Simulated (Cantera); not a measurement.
Cantera run, input and output.

```python
import numpy as np
import cantera as ct

gas = ct.Solution("gri30.yaml")
gas.TPX = 1075, 10000, {'C2H6': 1, 'H2': 85}
reactor = ct.IdealGasConstPressureReactor(gas, energy="off", clone=False)
net = ct.ReactorNet([reactor])
net.rtol, net.atol = 1e-08, 1e-18
show = ['C2H6', 'H2', 'CH2', 'C2H4', 'CH4', 'C2H2']
times = np.geomspace(0.0003, 1, 13)

steps = ct.SolutionArray(gas, extra=["t"])
rows = []
print(f"{'t/s':>10s}{'T/K':>9s}{'P/Pa':>11s}" + "".join(f"{s:>11s}" for s in show))
for t in times:
    while net.time < t:
        t_next = net.step()
        steps.append(gas.state, t=t_next)
    rows.append([np.interp(t, steps.t, y) for y in (steps.T, steps.P, *steps(*show).X.T)])
    print(f"{t:10.3e}{rows[-1][0]:9.1f}{rows[-1][1]:11.4g}" + "".join(f"{x:11.3e}" for x in rows[-1][2:]))
rate = np.gradient(steps.T, steps.t)
print("integrator steps:", len(steps.t))
if steps.T.max() > steps.T[0] + 200:
    print(f"time of steepest temperature rise: {steps.t[rate.argmax()]:.4e} s")
gas.TPX = 1075, 10000, {'C2H6': 1, 'H2': 85}
gas.equilibrate("TP")
print(f"equilibrium (TP): T = {gas.T:.1f} K  " + "  ".join(f"{s} {gas[s].X[0]:.3e}" for s in show))
```

Result:

```
       t/s      T/K       P/Pa       C2H6         H2        CH2       C2H4        CH4       C2H2
 3.000e-04   1075.0      1e+04  1.163e-02  9.884e-01  1.039e-16  3.194e-08  6.253e-08  8.766e-16
 5.898e-04   1075.0      1e+04  1.163e-02  9.884e-01  2.142e-16  1.591e-07  1.348e-07  1.508e-14
 1.159e-03   1075.0      1e+04  1.163e-02  9.884e-01  4.387e-16  6.988e-07  2.790e-07  2.388e-13
 2.280e-03   1075.0      1e+04  1.162e-02  9.884e-01  9.599e-16  2.872e-06  5.806e-07  3.627e-12
 4.481e-03   1075.0      1e+04  1.161e-02  9.884e-01  2.598e-15  1.141e-05  1.313e-06  5.441e-11
 8.810e-03   1075.0      1e+04  1.158e-02  9.884e-01  1.017e-14  4.410e-05  3.790e-06  7.961e-10
 1.732e-02   1075.0      1e+04  1.145e-02  9.884e-01  4.978e-14  1.639e-04  1.562e-05  1.106e-08
 3.405e-02   1075.0      1e+04  1.103e-02  9.883e-01  1.873e-13  5.531e-04  7.381e-05  1.309e-07
 6.694e-02   1075.0      1e+04  9.943e-03  9.883e-01  3.305e-13  1.526e-03  2.701e-04  1.084e-06
 1.316e-01   1075.0      1e+04  7.975e-03  9.881e-01  3.122e-13  3.271e-03  6.672e-04  5.812e-06
 2.587e-01   1075.0      1e+04  5.288e-03  9.878e-01  2.334e-13  5.627e-03  1.243e-03  2.251e-05
 5.087e-01   1075.0      1e+04  2.689e-03  9.875e-01  1.466e-13  7.839e-03  1.876e-03  6.692e-05
 1.000e+00   1075.0      1e+04  1.202e-03  9.873e-01  8.424e-14  8.963e-03  2.405e-03  1.514e-04
integrator steps: 510
equilibrium (TP): T = 1075.0 K  C2H6 1.806e-07  H2 9.767e-01  CH2 3.469e-16  C2H4 2.293e-06  CH4 2.325e-02  C2H2 2.203e-07
```

Model: GRI-Mech 3.0 (53 species, 325 reactions), integrated in Cantera. GRI-Mech 3.0 stops at C3 and has no aromatics, soot or wall deposition, so with more carbon than oxygen in the feed, carbon stays in small species such as C2H2 where larger ones or solid carbon would form.
